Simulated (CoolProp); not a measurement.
Saturation properties of hydrogen chloride (Tc = 324.7 K, pc = 8.314 MPa, ω = 0.130).

The numbers come from the reference Helmholtz-energy equation of state, Thol 2018 in CoolProp.

```tsv
T (K)	p (MPa)	liquid density (kg/m³)	vapour density (kg/m³)	enthalpy of vaporisation (kJ/kg)
200.5	0.1946	1154	4.460	430.1
209	0.2906	1132	6.486	419.9
217.5	0.4195	1109	9.159	409.0
225.9	0.5859	1085	12.57	397.5
234.4	0.8006	1060	16.96	385.0
242.9	1.070	1034	22.48	371.4
251.4	1.401	1007	29.37	356.6
259.8	1.797	978.0	37.84	340.6
268.3	2.276	946.7	48.48	322.7
276.8	2.845	912.9	61.81	302.6
```

It boils at 188.2 K under 1 atm.
